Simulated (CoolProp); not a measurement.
Values from CoolProp's reference Helmholtz-energy equation of state, Lemmon 2006. It is a short technical equation, of lower accuracy than the large ones.

Q: For C2F6 (R116), give the phase and the cv (kJ/(kg K)), Joule-Thomson coefficient (K/MPa), isothermal compressibility (1/MPa), expansivity (1/kK) at 40.45 °C and 21.4 bar; 93.55 °C and 21.4 bar.

A: 
- 40.45 °C and 21.4 bar: gas; cv 0.768, Joule-Thomson coefficient 9.27, isothermal compressibility 0.620, expansivity 7.25
- 93.55 °C and 21.4 bar: gas; cv 0.824, Joule-Thomson coefficient 5.20, isothermal compressibility 0.525, expansivity 4.17
